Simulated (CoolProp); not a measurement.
Vapour pressure (MPa) of carbon dioxide: the reference equation beside estimates from Tc = 304.1 K, pc = 7.377 MPa, ω = 0.224.

Computed with CoolProp (reference Helmholtz-energy equation of state, Span 1996).

| T (K) | reference | Lee-Kesler | Redlich-Kwong |
|---|---|---|---|
| 237.1 | 1.159 | 1.158 | 1.506 |
| 240.2 | 1.291 | 1.290 | 1.655 |
| 243.3 | 1.435 | 1.433 | 1.814 |
| 246.4 | 1.590 | 1.587 | 1.984 |
| 249.5 | 1.757 | 1.753 | 2.164 |
| 252.6 | 1.936 | 1.931 | 2.355 |
| 255.6 | 2.123 | 2.116 | 2.550 |
| 258.7 | 2.328 | 2.320 | 2.764 |
| 261.8 | 2.548 | 2.539 | 2.989 |
| 264.9 | 2.783 | 2.772 | 3.226 |
| 268 | 3.033 | 3.021 | 3.475 |
| 271 | 3.291 | 3.277 | 3.728 |
| 274.1 | 3.574 | 3.559 | 4.003 |
| 277.2 | 3.874 | 3.858 | 4.290 |

Absolute difference from the reference over all 14 rows, mean and median: Lee-Kesler 0.3 and 0.3 %, Redlich-Kwong 19.8 and 19.4 %.
